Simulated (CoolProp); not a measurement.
Vapour-liquid equilibrium of isobutene (1) + acetone (2) at 905 kPa; x and y are mole fractions of (1).

The numbers come from the multi-fluid Helmholtz-energy mixture model, Lemmon 2005 and Lemmon 2006; pair parameters Bell 2016 in CoolProp.

| x | bubble temperature, mixture model (K) | bubble temperature, Raoult's law (K) | y, mixture model | y, Raoult's law |
|---|---|---|---|---|
| 0.05 | 401.0 | 404.8 | 0.208 | 0.178 |
| 0.2 | 376.5 | 387.7 | 0.585 | 0.529 |
| 0.35 | 362.3 | 374.3 | 0.741 | 0.724 |
| 0.5 | 354.2 | 363.7 | 0.818 | 0.840 |
| 0.65 | 348.9 | 354.9 | 0.868 | 0.912 |
| 0.8 | 344.7 | 347.6 | 0.915 | 0.960 |
| 0.95 | 340.7 | 341.3 | 0.974 | 0.992 |

The largest gap from Raoult's law is -12.0 K in bubble temperature, at x = 0.35. No azeotrope shows between x = 0.05 and 0.95.

The pair parameters rest on a limited set of measurements; away from them the model extrapolates.
